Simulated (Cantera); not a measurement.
Cantera with NASA thermochemical tables; ideal gases at 1 bar, condensed phases pure. Values are per mole of reaction as written; species without (g) are pure solids or liquids, kept so even where they would boil at 1 bar.

Task: Between 300 and 1173 K, where is each reaction favourable under standard conditions?
- 6 HCl(g) + 3 Sr(OH)₂ = 3 SrCl₂ + 2 O₃(g) + 12 H(g)

Result: 
- 6 HCl(g) + 3 Sr(OH)₂ = 3 SrCl₂ + 2 O₃(g) + 12 H(g): ΔG° is 3638 kJ at 300 K and 2905 kJ at 1173 K; it stays positive (K < 1). ΔH° is 3930 kJ and ΔS° 874 J/K at 1173 K.
